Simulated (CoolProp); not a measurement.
Vapour-liquid equilibrium of CH2F2 (R32) (1) + fluoroethane (R161) (2) at 1.67 MPa; x and y are mole fractions of (1).

Model: multi-fluid Helmholtz-energy mixture model, Tillner-Roth 1997 and Wu 2012; pair parameters Bell 2016, in CoolProp.

| x | bubble temperature (°C) | y at the bubble point | dew temperature at overall composition x (°C) | liquid density (mol/L) |
|---|---|---|---|---|
| 0.05 | ___ | ___ | 47.2 | ___ |
| 0.15 | 43.0 | 0.222 | 44.8 | 14.28 |
| 0.25 | 40.0 | 0.346 | 42.3 | 14.71 |
| 0.35 | ___ | ___ | 39.9 | 15.15 |
| 0.45 | 34.9 | 0.556 | ___ | 15.61 |
| 0.55 | 32.7 | 0.648 | 35.1 | 16.08 |
| 0.65 | 30.7 | 0.734 | 32.7 | 16.58 |
| 0.75 | 28.8 | 0.815 | 30.3 | 17.09 |
| 0.85 | 27.1 | 0.892 | ___ | 17.64 |
| 0.95 | 25.4 | 0.965 | 25.7 | 18.21 |

**Question.** Some entries are withheld; supply them.

**Answer.** 
- 0.05, bubble temperature (°C): 46.5
- 0.05, y at the bubble point: 0.080
- 0.05, liquid density (mol/L): 13.85
- 0.35, bubble temperature (°C): 37.3
- 0.35, y at the bubble point: 0.456
- 0.45, dew temperature at overall composition x (°C): 37.5
- 0.85, dew temperature at overall composition x (°C): 28.0

No azeotrope shows between x = 0.05 and 0.95.

Pair parameters are fitted to limited data, so mixtures are less certain than the pure fluids.
